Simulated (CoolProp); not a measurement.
Methanol at 232.09 K and 3.89 MPa is throttled through a valve to 1.78 MPa with no heat exchange. Each further row changes one setting.

Values from CoolProp's reference Helmholtz-energy equation of state, de Reuck 1993.

| case | temperature change (K) | final density (kg/m³) |
|---|---|---|
| as stated | +0.8 | 849 |
| outlet pressure 0.534 MPa | +1.3 | 848 |
| outlet pressure 2.31 MPa | +0.6 | 850 |
